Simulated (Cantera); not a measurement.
Input (Python, Cantera) and output of one run.

```python
import numpy as np
import cantera as ct

gas_names = [...]  # 109 gases of nasa_gas.yaml made of C, Cl, H, Si
cond_names = """
    C(gr) C6H6(L) C7H8(L) C8H18(L),n-octa Si(cr) Si(L) SiC(b)
""".split()


# ... load() reads the species with a 1 bar reference pressure and builds the phases ...
atoms = {
    'CH3SiCl3': {'C': 1, 'H': 3, 'Si': 1, 'CL': 3},
    'C2H4': {'C': 2, 'H': 4},
    'H2': {'H': 2},
}
top_T = {'C(gr)': 4500, 'SiC(b)': 3050}  # K; cautious upper limits of use, not melting points


# ... equilibrate(T, P, feed) seeds the gas with the atoms and calls Mixture.equilibrate('TP', solver="vcs", rtol=1e-11, max_steps=5000) ...
results = []
feed = {'CH3SiCl3': 1, 'C2H4': 0.037, 'H2': 27}  # mol
T = 1523  # K
P = 600  # Pa
mix = equilibrate(T, P, feed)
results.append((T, P, feed, dict(zip(mix.species_names, mix.species_moles))))
print(gas.report(threshold=0.001))
for i in range(1, mix.n_phases):
    print(f"{mix.phase(i).name:16s} {mix.phase_moles(i):12.5e} mol")
```

Output:

```
       temperature   1523 K
          pressure   600 Pa
           density   0.00025868 kg/m^3
  mean mol. weight   5.4595 kg/kmol
   phase of matter   gas

                          1 kg             1 kmol
                     ---------------   ---------------
          enthalpy        5.1417e+06        2.8071e+07  J
   internal energy        2.8222e+06        1.5408e+07  J
           entropy             42201        2.3039e+05  J/K
    Gibbs function        -5.913e+07       -3.2282e+08  J
 heat capacity c_p            5975.1             32621  J/K
 heat capacity c_v            4452.1             24306  J/K

                      mass frac. Y      mole frac. X     chem. pot. / RT
                     ---------------   ---------------   ---------------
               HCL           0.66198           0.09913           -40.166
                H2           0.33243           0.90025           -23.868
     [ +107 minor]         0.0055866        0.00061971

C(gr)             8.17332e-02 mol
Si(cr)            0.00000e+00 mol
SiC(b)            9.91287e-01 mol
```

Method: chemical equilibrium by Gibbs-energy minimisation in Cantera with the NASA 1993 tables (ideal gas, pure condensed phases). The feed counts by its element totals alone.
